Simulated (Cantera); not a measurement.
What does this Cantera script print?

```python
import numpy as np
import cantera as ct

gas = ct.Solution("gri30.yaml")
gas.TPX = 625, 500000, {'CH4': 1, 'C2H6': 0.29, 'C3H8': 0.42, 'O2': 5.6, 'N2': 21}
flame = ct.FreeFlame(gas, width=0.013)
flame.set_refine_criteria(ratio=3, slope=0.08, curve=0.16)
flame.transport_model = "mixture-averaged"
flame.solve(loglevel=0, auto=True)
z, T = flame.grid, flame.T
thick = (T[-1] - T[0]) / np.gradient(T, z).max()
show = ['CH4', 'C2H6', 'C3H8', 'C2H2', 'O2', 'H2']
print(f"laminar burning velocity  {flame.velocity[0] * 100:.3f} cm/s")
print(f"burnt temperature         {T[-1]:.1f} K")
print(f"thermal thickness         {thick * 1e3:.4f} mm")
print(f"grid points               {len(z)}")
z0 = z[flame.heat_release_rate.argmax()]
print(f"{'z/mm':>9s}{'T/K':>9s}{'u/(m/s)':>9s}" + "".join(f"{s:>11s}" for s in show))
rows = []
for k in (-3, -2, -1.5, -1, -0.5, -0.25, 0, 0.25, 0.5, 1, 2, 4, 8):
    zz = z0 + k * thick
    rows.append([k * thick, np.interp(zz, z, T), np.interp(zz, z, flame.velocity),
                 *(np.interp(zz, z, flame.X[gas.species_index(s)]) for s in show)])
    print(f"{rows[-1][0] * 1e3:9.3f}{rows[-1][1]:9.1f}{rows[-1][2]:9.3f}" + "".join(f"{x:11.3e}" for x in rows[-1][3:]))
```

Result:

```
laminar burning velocity  95.234 cm/s
burnt temperature         2401.7 K
thermal thickness         0.0823 mm
grid points               144
     z/mm      T/K  u/(m/s)        CH4       C2H6       C3H8       C2H2         O2         H2
   -0.247    625.2    0.953  3.529e-02  1.024e-02  1.483e-02  2.123e-08  1.976e-01  7.500e-04
   -0.165    627.8    0.959  3.515e-02  1.022e-02  1.481e-02  3.496e-07  1.972e-01  2.073e-03
   -0.123    636.8    0.974  3.482e-02  1.018e-02  1.477e-02  1.885e-06  1.961e-01  3.568e-03
   -0.082    692.8    1.066  3.322e-02  9.911e-03  1.453e-02  1.564e-05  1.905e-01  6.328e-03
   -0.041   1038.1    1.626  2.486e-02  7.286e-03  1.067e-02  1.574e-04  1.568e-01  1.085e-02
   -0.021   1433.2    2.284  1.521e-02  3.276e-03  3.759e-03  4.101e-04  1.159e-01  1.317e-02
    0.000   1827.3    2.943  4.257e-03  1.986e-04  8.655e-05  5.676e-04  7.041e-02  1.272e-02
    0.021   2009.4    3.229  3.383e-04  5.323e-07  3.551e-08  7.489e-05  4.505e-02  9.169e-03
    0.041   2085.4    3.333  1.339e-05  4.229e-10  2.670e-12  2.051e-06  3.570e-02  7.340e-03
    0.082   2176.4    3.454  2.828e-08  5.234e-15  1.066e-18  1.801e-09  2.936e-02  6.288e-03
    0.165   2269.6    3.581  1.030e-12  2.863e-21  2.377e-28  2.505e-14  2.497e-02  4.822e-03
    0.329   2343.0    3.680  9.676e-16 -3.580e-28  3.189e-39  1.329e-18  2.176e-02  3.236e-03
    0.658   2384.9    3.735  5.702e-17 -1.961e-28 -6.994e-40  2.510e-20  1.979e-02  2.260e-03
```

Computed with Cantera and GRI-Mech 3.0 (53 species, 325 reactions). GRI-Mech 3.0 was tuned for natural gas; its chemistry of propane as a main component is partial and can be far from experiment. Burning velocities carry a grid error of a few per cent, more on coarse grids.
